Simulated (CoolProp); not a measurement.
A closed Brayton cycle with carbon dioxide: compressor inlet 312.15 K and 8.4 MPa, high pressure 21 MPa, turbine inlet 975 K, compressor efficiency 0.89, turbine efficiency 0.93, recuperator effectiveness 0.8 (on enthalpy, no pinch check). Each further row changes one setting.

Model: reference Helmholtz-energy equation of state, Span 1996, in CoolProp.

```tsv
case	thermal efficiency (%)	net work (kJ/kg)	compressor to turbine work	compressor exit (K)	turbine exit (K)
as stated	32.6	119	0.20	366.9	848.9
turbine inlet 925 K	32.1	111	0.22	366.9	803.3
compressor inlet 322.15 K	32.4	108	0.28	394.4	848.9
high pressure 17.8 MPa	29.5	100	0.19	356.9	871.0
recuperator effectiveness 0.5	22.3	119	0.20	366.9	848.9
```
